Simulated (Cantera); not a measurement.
What does this Cantera script print?

```python
import numpy as np
import cantera as ct

gas_names = """
    B BCL BCL2 BCL3 BH BH2 BH3 BO BOCL BO2 B2 B2O B2O2 B2O3 B3O3CL3 B3O3H3 CL CLO CL2 H HBO HBO2 HCL
    HOCL HO2 H2 H2O H2O2 H3B3O6 O OH O2 O3
""".split()
cond_names = """
    B(b) B(L) B2O3(L) B3O3H3(cr) H2O(s) H2O(L)
""".split()


# ... load() reads the species with a 1 bar reference pressure and builds the phases ...
atoms = {
    'BCl3': {'B': 1, 'CL': 3},
    'H2O': {'H': 2, 'O': 1},
    'H2': {'H': 2},
}
top_T = {}  # K; cautious upper limits of use, not melting points


# ... equilibrate(T, P, feed) seeds the gas with the atoms and calls Mixture.equilibrate('TP', solver="vcs", rtol=1e-11, max_steps=5000) ...
results = []
feed = {'BCl3': 1, 'H2O': 0.086, 'H2': 53}  # mol
P = 23  # Pa
for T in [950, 1000, 1050, 1100, 1150, 1200, 1250, 1300, 1350, 1400, 1450, 1500, 1550]:
    mix = equilibrate(T, P, feed)
    results.append((T, P, feed, dict(zip(mix.species_names, mix.species_moles))))

top = {s: max(r[3][s] / sum(r[3][g] for g in gas_names) for r in results) for s in gas_names}
cols = sorted((s for s in top if top[s] > 1e-05), key=lambda s: -top[s])[:9]
seen = [c for c in cond_names if any(r[3].get(c, 0) > 1e-12 for r in results)]
print("log10 of partial pressures in bar; condensed amounts in mol")
print(f"{'T/K':>10s}" + "".join(f"{s[:9]:>10s}" for s in cols + seen))
for T, P, feed, n in results:
    ng = sum(n[g] for g in gas_names)
    print(f"{T:10.4g}" + "".join(f"{np.log10(max(n[s] / ng * P / 1e5, 1e-99)):10.3f}" for s in cols)
          + "".join(f"{n.get(c, 0):10.4g}" for c in seen))
```

Output:

```
log10 of partial pressures in bar; condensed amounts in mol
       T/K        H2       HCL         H      BCL3       BCL       HBO   B3O3CL3      BOCL    B3O3H3      B(b)   B2O3(L)
       950    -3.661    -4.949   -11.085    -6.405   -11.434    -8.447    -7.129    -9.216    -7.734     0.827  0.006325
      1000    -3.662    -4.926   -10.475    -6.665   -10.769    -7.871    -7.345    -8.671    -7.710    0.8748   0.01208
      1050    -3.662    -4.914    -9.922    -6.927   -10.176    -7.351    -7.569    -8.189    -7.690    0.8992   0.01327
      1100    -3.663    -4.908    -9.419    -7.179    -9.643    -6.880    -7.788    -7.756    -7.676    0.9058  0.007355
      1150    -3.663    -4.904    -8.959    -7.415    -9.159    -6.575    -8.365    -7.487    -8.035    0.9052         0
      1200    -3.663    -4.902    -8.536    -7.636    -8.718    -6.518    -9.567    -7.466    -9.033    0.9083         0
      1250    -3.663    -4.901    -8.147    -7.841    -8.313    -6.506   -10.790    -7.486   -10.069    0.9094         0
      1300    -3.663    -4.901    -7.788    -8.031    -7.940    -6.500   -11.934    -7.510   -11.038    0.9089         0
      1350    -3.663    -4.901    -7.455    -8.209    -7.596    -6.495   -12.997    -7.534   -11.939    0.9061         0
      1400    -3.664    -4.902    -7.145    -8.376    -7.277    -6.493   -13.988    -7.559   -12.780    0.8998         0
      1450    -3.664    -4.904    -6.856    -8.534    -6.982    -6.493   -14.918    -7.584   -13.566    0.8876         0
      1500    -3.664    -4.908    -6.586    -8.687    -6.709    -6.495   -15.796    -7.612   -14.306    0.8656         0
      1550    -3.664    -4.914    -6.334    -8.839    -6.456    -6.500   -16.635    -7.644   -15.008    0.8284         0
```

Equilibrium computed with Cantera from the NASA thermochemical tables; the gas is ideal and each condensed phase is pure. Mutual solubility and eutectic melting of coexisting phases are not modelled. The tables' values for BCl, BOCl, BCl2, BH2 are old estimates; treat these amounts as uncertain. Gases not in the tables: BHCl2.
